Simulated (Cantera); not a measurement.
An isothermal, constant-pressure homogeneous reactor starts with 55.9 % NH₃, 44.1 % H₂, at 2348 K and 1.00 bar.

Model: the gas-phase N/H chemistry of the illustrative SiF4/NH3 mechanism in the Surface Chemkin manual (1991), integrated in Cantera. Walls and surfaces, which speed up NH3 decomposition in real reactors, are not modelled.

x: mole fraction; the columns are a selection and need not sum to one.

| t (s) | x NH₃ | x H₂ | x N₂H₄ | x NH₂ | x N | x NH |
|---|---|---|---|---|---|---|
| 0.000200 | 0.479 | 0.493 | 4.18e-7 | 0.00314 | 7.84e-6 | 0.000109 |
| 0.000646 | 0.346 | 0.583 | 2.64e-7 | 0.00249 | 8.39e-6 | 0.000101 |
| 0.00209 | 0.139 | 0.724 | 7.53e-8 | 0.00133 | 9.13e-6 | 7.73e-5 |
| 0.00674 | 0.00944 | 0.809 | 2.05e-9 | 0.000220 | 9.80e-6 | 3.27e-5 |
| 0.0218 | 0.000149 | 0.811 | 1.83e-12 | 6.59e-6 | 1.07e-6 | 1.88e-6 |
| 0.0704 | 3.01e-5 | 0.811 | <1e-12 | 1.33e-6 | 2.17e-7 | 3.80e-7 |
| 0.227 | ___ | 0.811 | <1e-12 | ___ | ___ | ___ |
| 0.734 | 4.19e-6 | 0.811 | <1e-12 | 1.85e-7 | 3.02e-8 | 5.29e-8 |
| 2.37 | 3.80e-6 | 0.811 | <1e-12 | 1.68e-7 | 2.74e-8 | 4.80e-8 |
| 7.67 | 3.80e-6 | 0.811 | <1e-12 | 1.68e-7 | 2.74e-8 | 4.80e-8 |
| 24.8 | 3.80e-6 | 0.811 | <1e-12 | 1.68e-7 | 2.74e-8 | 4.80e-8 |
| 80.0 | 3.80e-6 | 0.811 | <1e-12 | 1.68e-7 | 2.74e-8 | 4.80e-8 |

Q: Fill in the missing entries.

A: 
- 0.227, x NH₃: 8.92e-6
- 0.227, x NH₂: 3.94e-7
- 0.227, x N: 6.43e-8
- 0.227, x NH: 1.13e-7
